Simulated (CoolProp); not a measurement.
Vapour pressure (bar) of oxygen: the reference equation beside estimates from Tc = -118.6 °C, pc = 50.46 bar, ω = 0.022. Clausius-Clapeyron is anchored at -193.05 °C with a constant enthalpy of vaporisation of 7.111 kJ/mol.

The numbers come from the reference Helmholtz-energy equation of state, Schmidt 1985 in CoolProp.

```tsv
T (°C)	reference	Lee-Kesler	Clausius-Clapeyron	van der Waals	Soave-Redlich-Kwong	Peng-Robinson
-193.05	0.3053	0.2999	0.3053	1.778	0.2927	0.3129
-187.05	0.6465	0.6374	0.6426	2.812	0.6275	0.6574
-180.95	1.244	1.233	1.240	4.233	1.220	1.258
-174.85	2.196	2.186	2.205	?	2.172	2.213
-168.85	3.588	3.582	3.636	8.358	3.573	3.608
-162.75	5.585	5.587	5.721	11.19	5.593	5.610
-156.75	8.245	8.252	8.528	14.52	8.293	8.279
-150.65	11.78	11.79	12.30	18.50	11.89	11.84
-144.55	16.30	16.30	17.12	23.12	16.50	?
-138.55	21.84	21.81	23.03	28.29	22.13	21.97
-132.45	28.74	28.70	30.34	34.24	29.11	28.93
-126.35	37.12	37.09	?	40.89	37.49	37.34
```

**Question.** Complete the blanks.

**Answer.** 
- -174.85, van der Waals: 6.079
- -144.55, Peng-Robinson: 16.39
- -126.35, Clausius-Clapeyron: 39.05

Absolute difference from the reference over all 12 rows, mean and median: Lee-Kesler 0.4 and 0.1 %, Clausius-Clapeyron 2.9 and 2.9 %, van der Waals 141.8 and 88.2 %, Soave-Redlich-Kwong 1.4 and 1.2 %, Peng-Robinson 0.9 and 0.6 %.
